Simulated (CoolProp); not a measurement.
A closed Brayton cycle with carbon dioxide: compressor inlet 310.15 K and 8.1 MPa, high pressure 16.3 MPa, turbine inlet 970 K, compressor efficiency 0.85, turbine efficiency 0.85, recuperator effectiveness 0.95 (on enthalpy, no pinch check). Each further row changes one setting.

Values from CoolProp's reference Helmholtz-energy equation of state, Span 1996.

```json
[
 {"case": "as stated", "thermal efficiency (%)": "36.3", "net work (kJ/kg)": "82.7", "compressor to turbine work": "0.22", "compressor exit (K)": "352.6", "turbine exit (K)": "881.5"},
 {"case": "turbine inlet 920 K", "thermal efficiency (%)": "35.1", "net work (kJ/kg)": "76.9", "compressor to turbine work": "0.23", "compressor exit (K)": "352.6", "turbine exit (K)": "834.5"},
 {"case": "compressor inlet 320.15 K", "thermal efficiency (%)": "36.8", "net work (kJ/kg)": "73.7", "compressor to turbine work": "0.30", "compressor exit (K)": "376.0", "turbine exit (K)": "881.5"},
 {"case": "high pressure 13.9 MPa", "thermal efficiency (%)": "33.3", "net work (kJ/kg)": "65.5", "compressor to turbine work": "0.20", "compressor exit (K)": "342.8", "turbine exit (K)": "901.2"},
 {"case": "recuperator effectiveness 0.5", "thermal efficiency (%)": "16.2", "net work (kJ/kg)": "82.7", "compressor to turbine work": "0.22", "compressor exit (K)": "352.6", "turbine exit (K)": "881.5"}
]
```
